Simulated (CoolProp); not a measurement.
The fluid at 532.64 K and 0.0946 MPa flows at 0.44 m/s in a round tube of 2 mm bore and 1.5 µm roughness, fully developed (64/Re and Nu = 3.66 if laminar; Colebrook and Gnielinski if turbulent). The same conditions are run with several fluids, on thermodynamics alone (safety and materials aside).

Values from CoolProp's reference Helmholtz-energy equation of state of each fluid (n-nonane: Lemmon 2006; o-xylene: Zhou 2012; n-octane: Beckmüller 2019; ethane: Bücker 2006; nitrogen: Span 2000).

Rank n-nonane, o-xylene, n-octane, ethane, nitrogen by Reynolds number, highest first.

n-nonane (259), n-octane (218), o-xylene (176), ethane (36.3), nitrogen (19.3)

```tsv
fluid	Darcy friction factor	pressure drop (Pa/m)	heat-transfer coefficient (W/(m² K))	mass flow (kg/h)
n-nonane	0.247	33.5	60.4	0.0139
o-xylene	0.363	40.6	64.4	0.0115
n-octane	0.294	35.4	64.3	0.0124
ethane	1.76	54.8	110	0.00320
nitrogen	3.31	95.9	75.0	0.00298
```

Transport values come from each fluid's own correlations.
